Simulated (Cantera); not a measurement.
Charge: 1 mol toluene, 1.2 mol O₂, 8 mol H₂, held at 325 °C and 0.180 bar.

These are equilibrium values from Cantera (NASA tables, ideal gas, pure condensed phases), not measurements of a reactor. Candidate condensed phases: C, C₆H₆, C₇H₈, C₈H₁₈, H₂O; 110 gas species. The numbers say what is thermodynamically allowed, not how fast it happens.

Question: What is the equilibrium state?

Answer: 
```
Property            Value
--------------  ---------
x(CH₄)              0.539
x(H₂O)              0.269
x(H₂)               0.174
x(CO₂)             0.0174
x(CO)            0.000388
n(C(graphite))   2.61 mol
gas amount      7.886 mol
```
